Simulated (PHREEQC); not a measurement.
A column of 0.2 m (40 cells, dispersivity 0.01 m, 60 s a shift, diffusion coefficient 3e-10 m²/s) holds 0.023 eq of the database's cation exchanger X per kg of pore water, first in equilibrium with 0.0013 mol NaCl and 1e-05 mol HCl per kg of water. It is flushed with 4 mmol/kgw CdCl2, 11 mmol/kgw CaCl2 and 0.01 mmol/kgw HCl, at 25 °C. Values are for the last cell. The system is closed to CO2. Precipitation was switched off in this run.

Model: ion-association model, phreeqc.dat, run in PHREEQC.

```json
[
 {"pore volumes": "0", "Ca in solution (mol/kgw)": "0", "Cd in solution (mol/kgw)": "0", "Na in solution (mol/kgw)": "0.00130"},
 {"pore volumes": "0.3875", "Ca in solution (mol/kgw)": "0", "Cd in solution (mol/kgw)": "0", "Na in solution (mol/kgw)": "0.00133"},
 {"pore volumes": "0.7625", "Ca in solution (mol/kgw)": "0", "Cd in solution (mol/kgw)": "0", "Na in solution (mol/kgw)": "0.00805"},
 {"pore volumes": "1.137", "Ca in solution (mol/kgw)": "0", "Cd in solution (mol/kgw)": "0", "Na in solution (mol/kgw)": "0.0218"},
 {"pore volumes": "1.512", "Ca in solution (mol/kgw)": "9.24e-9", "Cd in solution (mol/kgw)": "1.80e-6", "Na in solution (mol/kgw)": "0.0281"},
 {"pore volumes": "1.887", "Ca in solution (mol/kgw)": "0.00662", "Cd in solution (mol/kgw)": "0.00553", "Na in solution (mol/kgw)": "0.00532"},
 {"pore volumes": "2.138", "Ca in solution (mol/kgw)": "0.00933", "Cd in solution (mol/kgw)": "0.00484", "Na in solution (mol/kgw)": "0.00155"},
 {"pore volumes": "2.513", "Ca in solution (mol/kgw)": "0.0106", "Cd in solution (mol/kgw)": "0.00428", "Na in solution (mol/kgw)": "0.000260"},
 {"pore volumes": "2.888", "Ca in solution (mol/kgw)": "0.0109", "Cd in solution (mol/kgw)": "0.00409", "Na in solution (mol/kgw)": "4.45e-5"},
 {"pore volumes": "3.263", "Ca in solution (mol/kgw)": "0.0110", "Cd in solution (mol/kgw)": "0.00403", "Na in solution (mol/kgw)": "7.69e-6"},
 {"pore volumes": "3.638", "Ca in solution (mol/kgw)": "0.0110", "Cd in solution (mol/kgw)": "0.00401", "Na in solution (mol/kgw)": "1.33e-6"},
 {"pore volumes": "4.013", "Ca in solution (mol/kgw)": "0.0110", "Cd in solution (mol/kgw)": "0.00400", "Na in solution (mol/kgw)": "2.31e-7"}
]
```

Species that the database lacks are ignored.
